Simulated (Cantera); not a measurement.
An isothermal, constant-pressure homogeneous reactor starts with 1.38 % CO, 0.226 % O₂, 0.0315 % H₂O, 98.4 % N₂, equivalence ratio 3.0, at 1148 K and 101000 Pa.

Computed with Cantera and GRI-Mech 3.0 (53 species, 325 reactions).

One state of this run: x CO = 0.00921; x O₂ = 3.23e-5; x H₂O = 0.000173; x O = 2.27e-5; x HO₂ = 1.51e-8; x OH = 1.25e-6. x: mole fraction; the columns are a selection and need not sum to one.

Which value of t (s) does it belong to?
A. 0.000189
B. 0.000894
C. 0.00423
D. 0.0946

D, 0.0946
